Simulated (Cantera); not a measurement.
Feed: 1 mol Si, 9.8 mol Cl2, held at 1448 K and 1.50 Pa.

Cantera equilibrium calculation (NASA polynomials, part measured and part estimated; ideal gas, pure solids and liquids). Candidate condensed phases: Si; 9 gas species. The tables' values for SiCl3 are old estimates; treat these amounts as uncertain. Equilibrium is a limit: real reactors are often held back by kinetics, nucleation or transport.

Base state: Cl 0.932, SiCl4 0.0578, Cl2 0.00787, SiCl3 0.00240, SiCl2 0.000365 (mole fractions); condensed: gas only.

Q: What changes in the equilibrium state with this change: 0.03 mol NH3 added?

A: 
| species | before | after |
|---|---|---|
| Cl | 0.932 | 0.925 |
| SiCl4 | 0.0578 | 0.0577 |
| Cl2 | 0.00787 | 0.00777 |
| HCl | 0 | 0.00544 |
| N2 | 0 | 0.000907 |
| SiCl2 | 0.000365 | 0.000370 |
| SiCl3 | 0.00240 | 0.00241 |
Further candidate phases: NH4Cl, Si3N4.
